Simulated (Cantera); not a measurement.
# Adiabatic ignition

An adiabatic, constant-volume homogeneous reactor starts with 41.2 % CO, 7.01 % H2, 10.1 % O2, 37.8 % N2, 3.92 % CO2, equivalence ratio 2.4, at 975 K and 458 Torr.

Model: GRI-Mech 3.0 (53 species, 325 reactions), integrated in Cantera.

| t (s) | T (K) | P (bar) | x CO | x H2 | x O2 | x O | x HO2 | x H2O | x NO |
|---|---|---|---|---|---|---|---|---|---|
| 1.00e-6 | 975 | 0.610 | 0.412 | 0.0701 | 0.101 | 1.44e-11 | 1.59e-12 | <1e-12 | <1e-12 |
| 3.63e-6 | 975 | 0.610 | 0.412 | 0.0701 | 0.101 | 4.67e-11 | 6.51e-12 | 3.03e-12 | <1e-12 |
| 1.32e-5 | 975 | 0.610 | 0.412 | 0.0701 | 0.101 | 1.29e-10 | 4.81e-11 | 5.02e-11 | <1e-12 |
| 4.79e-5 | 975 | 0.610 | 0.412 | 0.0701 | 0.101 | 4.03e-10 | 8.10e-10 | 7.64e-10 | <1e-12 |
| 0.000174 | 975 | 0.610 | 0.412 | 0.0701 | 0.101 | 4.78e-9 | 2.79e-8 | 2.51e-8 | <1e-12 |
| 0.000632 | 978 | 0.612 | 0.412 | 0.0699 | 0.100 | 2.22e-5 | 4.35e-5 | 0.000179 | 4.43e-12 |
| 0.00230 | 2669 | 1.51 | 0.303 | 0.0137 | 0.00201 | 0.00116 | 5.60e-7 | 0.0586 | 0.000855 |
| 0.00835 | 2662 | 1.51 | 0.303 | 0.0138 | 0.00188 | 0.00109 | 5.25e-7 | 0.0586 | 0.00195 |
| 0.0303 | 2662 | 1.51 | 0.303 | 0.0138 | 0.00187 | 0.00108 | 5.21e-7 | 0.0586 | 0.00206 |
| 0.110 | 2662 | 1.51 | 0.303 | 0.0138 | 0.00187 | 0.00108 | 5.21e-7 | 0.0586 | 0.00206 |
| 0.400 | 2662 | 1.51 | 0.303 | 0.0138 | 0.00187 | 0.00108 | 5.21e-7 | 0.0586 | 0.00206 |
x: mole fraction; the columns are a selection and need not sum to one.

```
Item                                                                 Value
---------------------------------  ---------------------------------------
time of steepest temperature rise                                 0.808 ms
temperature at 0.400 s                                              2662 K
equilibrium temperature                                             2662 K
x(CO) at 0.400 s                       0.303 (gas-phase equilibrium 0.303)
x(H2) at 0.400 s                     0.0138 (gas-phase equilibrium 0.0138)
x(O2) at 0.400 s                   0.00187 (gas-phase equilibrium 0.00187)
```
